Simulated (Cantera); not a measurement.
# Stirred combustor or abatement burner

A perfectly stirred reactor is fed with CO : H2 : O2 : N2 = 1 : 1.1 : 2.39 : 8.97 (molar parts), equivalence ratio 0.44, at 705 Torr; it is adiabatic with a 650 K inlet, and is followed from long to short residence time, starting on the burning branch (τ in s: 0.048, 0.021, 0.0094, 0.0042, 0.0018, 0.00082, 0.00036, 0.00016, 7.1e-05, 3.1e-05, 1.4e-05).

Model: GRI-Mech 3.0 (53 species, 325 reactions), integrated in Cantera.

| τ (s) | T (K) | x CO | x H2 | x O2 | x CO2 | x HO2 | x O |
|---|---|---|---|---|---|---|---|
| 0.048 | 1847 | 0.000971 | 0.000209 | 0.108 | 0.0795 | 2.18e-6 | 0.000522 |
| 0.021 | 1836 | 0.00165 | 0.000354 | 0.108 | 0.0788 | 3.38e-6 | 0.000886 |
| 0.0094 | 1819 | 0.00272 | 0.000585 | 0.108 | 0.0776 | 5.28e-6 | 0.00147 |
| 0.0042 | 1792 | 0.00441 | 0.000951 | 0.108 | 0.0757 | 8.24e-6 | 0.00240 |
| 0.0018 | 1749 | 0.00716 | 0.00153 | 0.109 | 0.0727 | 1.29e-5 | 0.00385 |
| 0.00082 | 1690 | 0.0110 | 0.00230 | 0.110 | 0.0686 | 1.88e-5 | 0.00566 |
| 0.00036 | 1602 | 0.0173 | 0.00341 | 0.112 | 0.0618 | 2.71e-5 | 0.00774 |
| 0.00016 | 1477 | 0.0283 | 0.00522 | 0.118 | 0.0500 | 3.94e-5 | 0.00887 |
| 7.1e-5 | 1283 | 0.0488 | 0.0121 | 0.132 | 0.0286 | 6.47e-5 | 0.00630 |
| 3.1e-5 | 650 | 0.0743 | 0.0817 | 0.178 | <1e-12 | <1e-12 | <1e-12 |
| 1.4e-5 | 650 | 0.0743 | 0.0817 | 0.178 | <1e-12 | <1e-12 | <1e-12 |
x: mole fraction; the columns are a selection and need not sum to one.
